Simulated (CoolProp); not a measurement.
Vapour-liquid equilibrium of cyclohexane (1) + ethylbenzene (2) at 144.75 °C; x and y are mole fractions of (1).

Values from CoolProp's multi-fluid Helmholtz-energy mixture model, Zhou 2014 and Zhou 2012; pair parameters Bell 2016.

Task: Give the bubble pressure and the first vapour's composition at x = 0.35, 0.65, 0.95. Is there an azeotrope?

Result: x = 0.35: 271.6 kPa, y = 0.673; x = 0.65: 379.2 kPa, y = 0.859; x = 0.95: 479.8 kPa, y = 0.981. No azeotrope shows between x = 0.05 and 0.95.

The pair parameters rest on a limited set of measurements; away from them the model extrapolates.
